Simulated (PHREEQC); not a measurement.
Solution (25 °C): 0.0069 mol/kgw H2SO4 and 0.00091 mol/kgw MnCl2. Closed to the air; pH follows from the charge balance.

All values are PHREEQC results (ion-association model, wateq4f.dat), not measurements.

### Question
The ionic strength comes out as 0.0173 mol/kgw. What activity coefficients do SO4-2, Mn+2, Cl-, HSO4-, MnCl+ get?

### Answer
SO4-2 0.60, Mn+2 0.61, Cl- 0.87, HSO4- 0.88, MnCl+ 0.88.

No solid was allowed to form. Species that the database lacks are ignored.
